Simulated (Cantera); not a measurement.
toluene + O2 + H2 (carbon deposition, reforming and gasification)

A closed system holds: 1 mol toluene, 0.03 mol O2, 40 mol H2, at 2400 K.

Method: chemical equilibrium by Gibbs-energy minimisation in Cantera with the NASA 1993 tables (ideal gas, pure condensed phases). Candidate condensed phases: C, C6H6, C7H8, C8H18, H2O; 110 gas species. The ideal-gas law is rough above about 30 bar. Rates play no part.

| P (Pa) | x H2 | x H | x CH4 | x C2H2 (acetylene) | n C(graphite) |
|---|---|---|---|---|---|
| 10 | 0.231 | 0.765 | 9.49e-10 | 0.00161 | 6.41 |
| 56 | 0.513 | 0.482 | 2.62e-8 | 0.00358 | 6.46 |
| 320 | 0.750 | 0.244 | 3.20e-7 | 0.00523 | 6.40 |
| 1800 | 0.881 | 0.111 | 2.48e-6 | 0.00614 | 6.36 |
| 10000 | 0.943 | 0.0489 | 1.58e-5 | 0.00658 | 6.34 |
| 56000 | 0.971 | 0.0209 | 9.38e-5 | 0.00677 | 6.33 |
| 320000 | 0.982 | 0.00881 | 0.000549 | 0.00685 | 6.30 |
| 1800000 | 0.985 | 0.00372 | 0.00310 | 0.00686 | 6.17 |
| 10000000 | 0.972 | 0.00157 | 0.0168 | 0.00678 | 5.53 |
x: gas mole fraction; n: condensed amount in mol.

From 10.0 Pa to 100 bar the condensed part is C(graphite). The main C-bearing gas is C2H2 (acetylene) at 10.0 Pa and CH4 at 100 bar. The share of C in condensed phases is highest at 56.0 Pa (92.3 %) and lowest at 100 bar (79.0 %).
